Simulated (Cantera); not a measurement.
Charge: 1 mol C₂H₆, 3.8 mol CO₂, at 1123.15 K and 1.00 Torr.

Equilibrium computed with Cantera from the NASA thermochemical tables; the gas is ideal and each condensed phase is pure. Candidate condensed phases: C, C₆H₆, C₇H₈, C₈H₁₈, H₂O; 110 gas species. Rates play no part.

Base state: CO 0.528, H₂ 0.268, CO₂ 0.132, H₂O 0.0730 (mole fractions); condensed: gas only.

Task: What changes in the equilibrium state with this change: CO₂ from 3.8 to 0.21 mol?

Result: 
| species | before | after |
|---|---|---|
| H₂ | 0.268 | 0.877 |
| CO | 0.528 | 0.123 |
| CH₄ | <1e-9 | 3.01e-5 |
| CO₂ | 0.132 | 1.21e-6 |
| H₂O | 0.0730 | 9.46e-6 |
| C(graphite), mol | 0 | 1.79 |

Task: What changes in the equilibrium state with this change: temperature from 1123.15 K to 1875 K?

Result: 
| species | before | after |
|---|---|---|
| CO | 0.528 | 0.576 |
| H₂ | 0.268 | 0.213 |
| H₂O | 0.0730 | 0.123 |
| CO₂ | 0.132 | 0.0807 |
| OH | <1e-9 | 0.000372 |
| H | 6.06e-7 | 0.00828 |
| O | <1e-9 | 1.10e-5 |
